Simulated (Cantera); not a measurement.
CF4 + HCl + H2 (fluorocarbon and chlorocarbon gases)

Charge: 1 mol CF4, a varied amount of HCl, 0.092 mol H2, at 2100 K and 0.00133 bar.

Cantera equilibrium calculation (NASA polynomials, part measured and part estimated; ideal gas, pure solids and liquids). Candidate condensed phases: C, C6H6, C7H8, C8H18; 118 gas species. Gases not in the tables: C2F6 and larger saturated fluorocarbons. Equilibrium is a limit: real reactors are often held back by kinetics, nucleation or transport.

From 0.31 mol HCl to 0.43 mol HCl nothing is condensed. From 0.59 mol HCl to 2.1 mol HCl the condensed part is C(graphite). The main C-bearing gas is CF2 throughout.

```tsv
n(HCl) (mol)	x HF	x Cl	x F	x CF2	x CF4	n C(graphite)
0.31	0.198	0.124	0.275	0.231	0.162	0
0.43	0.226	0.158	0.247	0.231	0.130	0
0.59	0.257	0.196	0.226	0.213	0.101	0.0354
0.81	0.291	0.237	0.209	0.182	0.0737	0.109
1.1	0.328	0.280	0.189	0.149	0.0492	0.207
1.5	0.367	0.326	0.164	0.112	0.0277	0.346
2.1	0.412	0.378	0.128	0.0685	0.0104	0.552
```
x: gas mole fraction; n: condensed amount in mol.
